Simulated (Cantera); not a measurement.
Charge: 1 mol toluene, 0.12 mol NH₃, 0.82 mol H₂, at 748.15 K and 13.3 mbar.

Equilibrium computed with Cantera from the NASA thermochemical tables; the gas is ideal and each condensed phase is pure. Candidate condensed phases: C, C₆H₆, C₇H₈, C₈H₁₈; 92 gas species. The numbers say what is thermodynamically allowed, not how fast it happens.

Base state: H₂ 0.948, CH₄ 0.0396, N₂ 0.0123 (mole fractions); condensed: C(graphite).

What changes in the equilibrium state with this change: NH₃ from 0.12 to 0.031 mol?


```json
[
 {"species": "H₂", "before": "0.948", "after": "0.956"},
 {"species": "CH₄", "before": "0.0396", "after": "0.0403"},
 {"species": "N₂", "before": "0.0123", "after": "0.00330"},
 {"species": "C(graphite), mol", "before": "6.81", "after": "6.81"}
]
```
